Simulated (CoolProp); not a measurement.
Computed with CoolProp (reference Helmholtz-energy equation of state, Lemmon 2006). It is a short technical equation, of lower accuracy than the large ones.

Task: For R142b, give the phase and the density (kg/m³), cv (kJ/(kg K)), speed of sound (m/s), expansivity (1/kK) at 284.5 K and 5700 kPa; 284.5 K and 10100 kPa.

Result: 
- 284.5 K and 5700 kPa: liquid; density 1160, cv 0.856, speed of sound 744, expansivity 1.94
- 284.5 K and 10100 kPa: liquid; density 1170, cv 0.857, speed of sound 775, expansivity 1.82
